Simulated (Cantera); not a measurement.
An isothermal, constant-pressure homogeneous reactor starts with CH4 : H2 : N2 = 0.04 : 1 : 0.0039 (molar parts), at 1423 K and 0.0540 bar.

Cantera simulation using GRI-Mech 3.0 (53 species, 325 reactions); the numbers are that mechanism's predictions, not measurements. GRI-Mech 3.0 stops at C3 and has no aromatics, soot or wall deposition, so with more carbon than oxygen in the feed, carbon stays in small species such as C2H2 where larger ones or solid carbon would form.

x: mole fraction; the columns are a selection and need not sum to one.

| t (s) | x CH4 | x H2 | x H | x C2H | x CH2 |
|---|---|---|---|---|---|
| 0.000400 | 0.0383 | 0.958 | ___ | <1e-12 | <1e-12 |
| 0.00155 | 0.0383 | 0.958 | ___ | <1e-12 | <1e-12 |
| 0.00603 | 0.0383 | 0.958 | ___ | <1e-12 | 1.63e-12 |
| 0.0234 | 0.0383 | 0.958 | ___ | <1e-12 | 2.34e-11 |
| 0.0908 | 0.0383 | 0.958 | ___ | <1e-12 | 2.07e-10 |
| 0.352 | 0.0382 | 0.958 | 2.35e-5 | <1e-12 | 3.42e-10 |
| 1.37 | 0.0380 | 0.958 | 2.36e-5 | 3.58e-12 | 3.40e-10 |
| 5.31 | 0.0370 | 0.959 | 2.37e-5 | 1.62e-11 | 3.35e-10 |
| 20.6 | 0.0337 | 0.960 | 2.41e-5 | 6.09e-11 | 3.15e-10 |
| 80.0 | 0.0249 | 0.965 | 2.54e-5 | 1.87e-10 | 2.57e-10 |

**Question.** Some entries are withheld; supply them.

**Answer.** 
- 0.000400, x H: 1.07e-7
- 0.00155, x H: 4.18e-7
- 0.00603, x H: 1.62e-6
- 0.0234, x H: 6.13e-6
- 0.0908, x H: 1.83e-5
